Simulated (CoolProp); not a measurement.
Vapour-liquid equilibrium of dimethyl carbonate (1) + n-decane (2) at 230.85 °C; x and y are mole fractions of (1).

The numbers come from the multi-fluid Helmholtz-energy mixture model, Zhou 2011 and Lemmon 2006; pair parameters Bell 2016 in CoolProp.

```json
[
 {"x": "0.05", "bubble pressure, mixture model (bar)": "5.347", "bubble pressure, Raoult's law (bar)": "4.489", "y, mixture model": "0.326", "y, Raoult's law": "0.250"},
 {"x": "0.15", "bubble pressure, mixture model (bar)": "8.474", "bubble pressure, Raoult's law (bar)": "6.382", "y, mixture model": "___", "y, Raoult's law": "0.528"},
 {"x": "0.25", "bubble pressure, mixture model (bar)": "10.97", "bubble pressure, Raoult's law (bar)": "8.274", "y, mixture model": "0.677", "y, Raoult's law": "0.679"},
 {"x": "0.35", "bubble pressure, mixture model (bar)": "12.97", "bubble pressure, Raoult's law (bar)": "10.17", "y, mixture model": "___", "y, Raoult's law": "0.773"},
 {"x": "0.45", "bubble pressure, mixture model (bar)": "___", "bubble pressure, Raoult's law (bar)": "12.06", "y, mixture model": "___", "y, Raoult's law": "0.838"},
 {"x": "0.55", "bubble pressure, mixture model (bar)": "___", "bubble pressure, Raoult's law (bar)": "13.95", "y, mixture model": "___", "y, Raoult's law": "0.886"},
 {"x": "0.65", "bubble pressure, mixture model (bar)": "___", "bubble pressure, Raoult's law (bar)": "15.84", "y, mixture model": "0.843", "y, Raoult's law": "0.922"},
 {"x": "0.75", "bubble pressure, mixture model (bar)": "18.97", "bubble pressure, Raoult's law (bar)": "17.74", "y, mixture model": "0.880", "y, Raoult's law": "0.950"},
 {"x": "0.85", "bubble pressure, mixture model (bar)": "___", "bubble pressure, Raoult's law (bar)": "19.63", "y, mixture model": "0.921", "y, Raoult's law": "0.973"},
 {"x": "0.95", "bubble pressure, mixture model (bar)": "21.78", "bubble pressure, Raoult's law (bar)": "21.52", "y, mixture model": "0.971", "y, Raoult's law": "0.992"}
]
```

**Question.** Some entries are withheld; supply them.

**Answer.** 
- 0.15, y, mixture model: 0.575
- 0.35, y, mixture model: 0.735
- 0.45, bubble pressure, mixture model (bar): 14.65
- 0.45, y, mixture model: 0.775
- 0.55, bubble pressure, mixture model (bar): 16.14
- 0.55, y, mixture model: 0.810
- 0.65, bubble pressure, mixture model (bar): 17.56
- 0.85, bubble pressure, mixture model (bar): 20.38

The largest gap from Raoult's law is +32.8 % in bubble pressure, at x = 0.15. No azeotrope shows between x = 0.05 and 0.95.

The pair parameters rest on a limited set of measurements; away from them the model extrapolates.
